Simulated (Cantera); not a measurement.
An adiabatic, constant-volume homogeneous reactor starts with 2.17 % C₃H₈, 20.6 % O₂, 77.3 % N₂, equivalence ratio 0.53, at 1350 K and 9.87 atm.

Detailed kinetics in Cantera: GRI-Mech 3.0 (53 species, 325 reactions). GRI-Mech 3.0 was tuned for natural gas; its chemistry of propane as a main component is partial and can be far from experiment.

Problem. Predict: time of steepest temperature rise; temperature at 4.00 s; equilibrium temperature; x(O₂) at 4.00 s.

Solution. 
| Item | Value |
|---|---|
| time of steepest temperature rise | 0.123 ms |
| temperature at 4.00 s | 2639 K |
| equilibrium temperature | 2639 K |
| x(O₂) at 4.00 s | 0.0850 (gas-phase equilibrium 0.0850) |
